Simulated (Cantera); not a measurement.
An isothermal, constant-pressure homogeneous reactor starts with 0.606 % H2, 99.4 % O2, equivalence ratio 0.0031, at 1100 K and 10.00 Torr.

Model: the H2/O2 subset of GRI-Mech 3.0, which has no nitrogen chemistry, integrated in Cantera. Radical loss at walls, strong at low pressure, is not modelled.

One state of this run: x H2 = 1.90e-9; x O2 = 0.994; x HO2 = 1.85e-9; x OH = 3.76e-6; x O = 5.73e-7; x H2O2 = 1.44e-10; x H = 2.55e-10. x: mole fraction; the columns are a selection and need not sum to one.

Task: Which value of t (s) does it belong to?
A. 1.65
B. 0.00996
C. 50.0
D. 0.301

Result: C, 50.0
